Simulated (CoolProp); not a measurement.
A single-stage vapour-compression cycle with R227EA: evaporating at 229.15 K (dew point), condensing at 249.15 K (bubble point), superheat 0 K, subcooling 2 K, compressor efficiency 0.7, no pressure losses. Each further row changes one setting.

The numbers come from the reference Helmholtz-energy equation of state, Lemmon 2016 in CoolProp.

```json
[
 {"case": "as stated", "cooling COP": "7.48", "pressure ratio": "2.79", "discharge temperature (K)": "254.1", "refrigerating effect (kJ/kg)": "124", "volumetric capacity (kJ/m³)": "291"},
 {"case": "evaporating temperature 234.15 K", "cooling COP": "…", "pressure ratio": "2.12", "discharge temperature (K)": "252.6", "refrigerating effect (kJ/kg)": "127", "volumetric capacity (kJ/m³)": "386"},
 {"case": "condensing temperature 244.15 K", "cooling COP": "10.2", "pressure ratio": "…", "discharge temperature (K)": "248.3", "refrigerating effect (kJ/kg)": "129", "volumetric capacity (kJ/m³)": "303"},
 {"case": "subcooling 7 K", "cooling COP": "…", "pressure ratio": "2.79", "discharge temperature (K)": "254.1", "refrigerating effect (kJ/kg)": "129", "volumetric capacity (kJ/m³)": "303"},
 {"case": "superheat 10 K", "cooling COP": "7.54", "pressure ratio": "2.79", "discharge temperature (K)": "264.4", "refrigerating effect (kJ/kg)": "131", "volumetric capacity (kJ/m³)": "…"},
 {"case": "compressor efficiency 0.6", "cooling COP": "6.41", "pressure ratio": "2.79", "discharge temperature (K)": "257.8", "refrigerating effect (kJ/kg)": "124", "volumetric capacity (kJ/m³)": "291"}
]
```

### Question
Some entries are withheld; supply them.

### Answer

- evaporating temperature 234.15 K, cooling COP: 10.4
- condensing temperature 244.15 K, pressure ratio: 2.20
- subcooling 7 K, cooling COP: 7.79
- superheat 10 K, volumetric capacity (kJ/m³): 293
